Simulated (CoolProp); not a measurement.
Methane along the isobar 24.5 MPa: fugacity coefficient from the reference equation and from simpler models built on Tc = 190.6 K, pc = 4.599 MPa, ω = 0.011; each cubic takes its own stable root.

Computed with CoolProp (reference Helmholtz-energy equation of state, Setzmann 1991).

| T (K) | phase | reference | van der Waals | Redlich-Kwong | Soave-Redlich-Kwong | Peng-Robinson |
|---|---|---|---|---|---|---|
| 151.5 | liquid | 0.08449 | 0.1660 | 0.08361 | 0.08672 | 0.07815 |
| 185.6 | liquid | 0.2193 | 0.2947 | 0.2283 | 0.2284 | 0.2054 |
| 219.6 | supercritical | 0.3897 | 0.4284 | 0.4044 | 0.4069 | 0.3673 |
| 253.7 | supercritical | 0.5565 | 0.5527 | 0.5682 | 0.5789 | 0.5258 |
| 287.8 | supercritical | 0.6938 | 0.6593 | 0.6988 | 0.7189 | 0.6575 |
| 321.8 | supercritical | 0.7968 | 0.7454 | 0.7953 | 0.8233 | 0.7586 |
| 355.9 | supercritical | 0.8721 | 0.8132 | 0.8655 | 0.8992 | 0.8346 |
| 390 | supercritical | 0.9269 | 0.8657 | 0.9164 | 0.9539 | 0.8913 |
| 424.1 | supercritical | 0.9670 | 0.9062 | 0.9534 | 0.9934 | 0.9337 |
| 458.1 | supercritical | 0.9964 | 0.9375 | 0.9806 | 1.022 | 0.9655 |
